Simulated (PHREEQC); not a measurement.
A PHREEQC input (ion-association model, phreeqc.dat):

```
SOLUTION 1
  temp 35
  units mg/L
  pH 8.2
  pe 0.1
  Na 2370
  K 21.1
  Ca 462
  Mg 115
  Cl 4680
  S(6) 162 as SO4
  Alkalinity 46.6 as HCO3
  Si 90.1 as SiO2
END
USE solution 1
EQUILIBRIUM_PHASES 1
  Chaalcedony 0 0
  CO2(g) -2 10
END
```

It stops with these messages:

```
ERROR: Phase not found in database, Chaalcedony.
ERROR: Calculations terminating due to input errors.
```

The fault: the phase Chalcedony misspelt. The line should read `Chalcedony` where the input has `Chaalcedony`. With the mend the run ends at pH 6.61 and ionic strength 0.153 mol/kgw.
